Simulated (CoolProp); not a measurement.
Properties of R1123 along the isotherm 277.5 K (Tc = 331.7 K, pc = 4.549 MPa, ω = 0.243).

Values from CoolProp's reference Helmholtz-energy equation of state, Akasaka 2020.

| p (MPa) | phase | density (kg/m³) | cp (kJ/(kg K)) | cv (kJ/(kg K)) | speed of sound (m/s) |
|---|---|---|---|---|---|
| 0.0632 | gas | 2.267 | 0.8127 | 0.7071 | … |
| 0.107 | gas | 3.862 | 0.8179 | … | 177.4 |
| 0.18 | gas | 6.567 | … | 0.7127 | 176.0 |
| 0.304 | gas | 11.30 | 0.8435 | 0.7190 | 173.5 |
| 0.513 | gas | 19.74 | 0.8758 | 0.7305 | 169.2 |
| 0.866 | gas | … | 0.9485 | 0.7532 | 161.0 |
| 1.46 | liquid | 1106 | 1.513 | 0.8448 | 478.9 |
| 2.47 | liquid | 1113 | 1.491 | 0.8438 | 492.5 |
| 4.16 | liquid | 1125 | 1.460 | 0.8426 | 513.5 |
| 7.02 | liquid | 1142 | … | 0.8415 | 545.1 |
| 11.9 | liquid | 1167 | 1.374 | 0.8415 | … |
| 20 | liquid | … | 1.325 | 0.8437 | … |

Problem. Some entries are withheld; supply them.

Solution. 
- 0.0632, speed of sound (m/s): 178.2
- 0.107, cv (kJ/(kg K)): 0.7092
- 0.18, cp (kJ/(kg K)): 0.8269
- 0.866, density (kg/m³): 35.62
- 7.02, cp (kJ/(kg K)): 1.420
- 11.9, speed of sound (m/s): 591.3
- 20, density (kg/m³): 1201
- 20, speed of sound (m/s): 654.2
